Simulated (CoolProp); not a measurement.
The fluid at 387.35 K and 0.385 MPa is throttled through a valve to 0.198 MPa with no heat exchange. The same conditions are run with several fluids, on thermodynamics alone (safety and materials aside).

Computed with CoolProp (reference Helmholtz-energy equation of state of each fluid (CH2F2 (R32): Tillner-Roth 1997; carbonyl sulfide: Lemmon 2006; CH3F (R41): Lemmon 2006; ethylene: Smukala 2000; R1336mzz(E): Akasaka 2023)).

| fluid | temperature change (K) | final density (kg/m³) |
|---|---|---|
| CH2F2 (R32) | -2.1 | 3.25 |
| carbonyl sulfide | -2.0 | 3.75 |
| CH3F (R41) | -1.6 | 2.12 |
| ethylene | -1.0 | 1.74 |
| R1336mzz(E) | -2.4 | 10.5 |
